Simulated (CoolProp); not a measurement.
Vapour-liquid equilibrium of R134a (1) + R124 (2) at 0.545 MPa; x and y are mole fractions of (1).

The numbers come from the multi-fluid Helmholtz-energy mixture model, Tillner-Roth 1994 and de Vries 1995; pair parameters Bell 2016 in CoolProp.

```csv
x,"bubble temperature, mixture model (K)","bubble temperature, Raoult's law (K)","y, mixture model","y, Raoult's law"
0.05,308.6,308.9,0.084,0.083
0.2,304.5,305.4,0.299,0.301
0.35,301.1,302.3,0.473,0.482
0.5,298.3,299.5,0.617,0.635
0.65,295.9,296.9,0.742,0.764
0.8,293.9,294.5,0.856,0.875
0.95,292.1,292.3,0.964,0.971
```

The largest gap from Raoult's law is -1.2 K in bubble temperature, at x = 0.5. No azeotrope shows between x = 0.05 and 0.95.

Pair parameters are fitted to limited data, so mixtures are less certain than the pure fluids.
